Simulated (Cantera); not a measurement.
Equilibrium for silicon etching in halogen gases: Si + Br2 + N2

Input: 1 mol Si, 3.1 mol Br2, 1.8 mol N2, equilibrated at 10.0 mbar.

Cantera equilibrium calculation (NASA polynomials, part measured and part estimated; ideal gas, pure solids and liquids). Candidate condensed phases: Br2, Si, Si3N4; 13 gas species. The tables' values for SiBr3 are old estimates; treat these amounts as uncertain. Kinetics and transport are ignored.

From 525 K to 1425 K nothing is condensed. The main Si-bearing gas is SiBr4 throughout.

| T (K) | x N2 | x Br | x Br2 | x SiBr4 |
|---|---|---|---|---|
| 525 | 0.462 | 7.62e-7 | 0.282 | 0.256 |
| 625 | 0.462 | 2.67e-5 | 0.282 | 0.256 |
| 725 | 0.461 | 0.000353 | 0.282 | 0.256 |
| 825 | 0.461 | 0.00250 | 0.280 | 0.256 |
| 925 | 0.459 | 0.0116 | 0.275 | 0.255 |
| 1025 | 0.453 | 0.0388 | 0.257 | 0.251 |
| 1125 | 0.439 | 0.0995 | 0.218 | 0.244 |
| 1225 | 0.416 | 0.198 | 0.155 | 0.231 |
| 1325 | 0.391 | 0.306 | 0.0858 | 0.217 |
| 1425 | 0.372 | 0.383 | 0.0379 | 0.204 |
x: gas mole fraction; nothing condenses.
